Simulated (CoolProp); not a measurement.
Vapour-liquid equilibrium of n-butane (1) + cyclohexane (2) at 0.254 MPa; x and y are mole fractions of (1).

Model: multi-fluid Helmholtz-energy mixture model, Bücker 2006 and Zhou 2014; pair parameters Bell 2016, in CoolProp.

Give the bubble temperature and the first vapour's composition at x = 0.2, 0.8, 0.95. Is there an azeotrope?

x = 0.2: 354.5 K, y = 0.660; x = 0.8: 306.7 K, y = 0.983; x = 0.95: 301.2 K, y = 0.996. No azeotrope shows between x = 0.05 and 0.95.

The pair parameters rest on a limited set of measurements; away from them the model extrapolates.
